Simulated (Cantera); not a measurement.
What does this Cantera script print?

```python
import numpy as np
import cantera as ct

gas_names = """
    CL CL2 H HCL H2 N NH NH2 NH3 N2 N2H2 N2H4 Si SiCL SiCL2 SiCL3 SiCL4 SiH SiHCL3 SiH2 SiH2CL2 SiH3
    SiH3CL SiH4 SiN Si2 Si2N Si3
""".split()
cond_names = """
    NH4CL(a) NH4CL(b) Si(cr) Si(L) Si3N4(a)
""".split()


def load(file, names, dense=False):
    # The tables refer to 1 bar. Condensed volumes are neglected.
    table = {s.name: s for s in ct.Species.list_from_file(file)}
    out = []
    for n in names:
        d = dict(table[n].input_data)
        d["thermo"] = dict(d["thermo"], **{"reference-pressure": 1e5})
        if dense:
            d["equation-of-state"] = {"model": "constant-volume", "density": "1e6 g/cm^3"}
        out.append(ct.Species.from_dict(d))
    return out


gas = ct.Solution(thermo="ideal-gas", species=load("nasa_gas.yaml", gas_names))
cond = {s.name: ct.Solution(thermo="fixed-stoichiometry", species=[s], name=s.name)
        for s in load("nasa_condensed.yaml", cond_names, dense=True)}
atoms = {
    'SiCl4': {'Si': 1, 'CL': 4},
    'NH3': {'N': 1, 'H': 3},
    'H2': {'H': 2},
}
top_T = {'Si3N4(a)': 2400}  # K; cautious upper limits of use, not melting points


def equilibrate(T, P, feed):
    n = {}
    for name, mol in feed.items():
        for a, k in atoms[name].items():
            n[a] = n.get(a, 0.0) + k * mol
    gas.TPX = T, P, n
    mass = sum(n.values()) * gas.mean_molecular_weight
    gas.equilibrate("TP")
    valid = [c for c in cond.values() if c.min_temp <= T <= top_T.get(c.name, c.max_temp)]
    mix = ct.Mixture([(gas, mass / gas.mean_molecular_weight)] + [(c, 0.0) for c in valid])
    mix.T, mix.P = T, P
    mix.equilibrate("TP", solver="vcs", rtol=1e-11, max_steps=5000)
    return mix


results = []
T = 1425  # K
P = 13332.2  # Pa
for m in [0.18, 0.26, 0.36, 0.51, 0.72, 1, 1.4, 2, 2.9, 4, 5.7, 8]:
    feed = {'SiCl4': 1, 'NH3': m, 'H2': 8.9}  # mol
    mix = equilibrate(T, P, feed)
    results.append((T, P, feed, dict(zip(mix.species_names, mix.species_moles))))

top = {s: max(r[3][s] / sum(r[3][g] for g in gas_names) for r in results) for s in gas_names}
cols = sorted((s for s in top if top[s] > 1e-06), key=lambda s: -top[s])[:8]
seen = [c for c in cond_names if any(r[3].get(c, 0) > 1e-12 for r in results)]
print("log10 of partial pressures in bar; condensed amounts in mol")
print(f"{'n(NH3)':>10s}" + "".join(f"{s[:9]:>10s}" for s in cols + seen))
for T, P, feed, n in results:
    ng = sum(n[g] for g in gas_names)
    print(f"{feed['NH3']:10.4g}" + "".join(f"{np.log10(max(n[s] / ng * P / 1e5, 1e-99)):10.3f}" for s in cols)
          + "".join(f"{n.get(c, 0):10.4g}" for c in seen))
```

Result:

```
log10 of partial pressures in bar; condensed amounts in mol
    n(NH3)        H2       HCL        N2     SiCL2     SiCL4     SiCL3    SiHCL3   SiH2CL2  Si3N4(a)
      0.18    -0.995    -1.669    -4.488    -2.205    -2.718    -2.759    -3.151    -4.399   0.04367
      0.26    -0.997    -1.645    -4.336    -2.255    -2.718    -2.784    -3.177    -4.451    0.0631
      0.36    -0.999    -1.616    -4.149    -2.321    -2.724    -2.820    -3.214    -4.520   0.08702
      0.51    -1.003    -1.577    -3.871    -2.425    -2.747    -2.883    -3.279    -4.627    0.1217
      0.72    -1.009    -1.533    -3.501    -2.577    -2.804    -2.988    -3.386    -4.785    0.1661
         1    -1.015    -1.495    -3.086    -2.770    -2.914    -3.139    -3.541    -4.985    0.2122
       1.4    -1.021    -1.475    -2.696    -2.986    -3.086    -3.333    -3.738    -5.206    0.2513
         2    -1.024    -1.481    -2.385    -3.202    -3.312    -3.554    -3.961    -5.426    0.2796
       2.9    -1.024    -1.512    -2.150    -3.420    -3.590    -3.802    -4.209    -5.644    0.2988
         4    -1.023    -1.556    -1.997    -3.611    -3.871    -4.039    -4.444    -5.834    0.3101
       5.7    -1.020    -1.622    -1.866    -3.833    -4.226    -4.327    -4.731    -6.052    0.3186
         8    -1.017    -1.700    -1.769    -4.058    -4.611    -4.632    -5.035    -6.274    0.3238
```

Method: chemical equilibrium by Gibbs-energy minimisation in Cantera with the NASA 1993 tables (ideal gas, pure condensed phases). The tables' values for SiCl3 are old estimates; treat these amounts as uncertain.
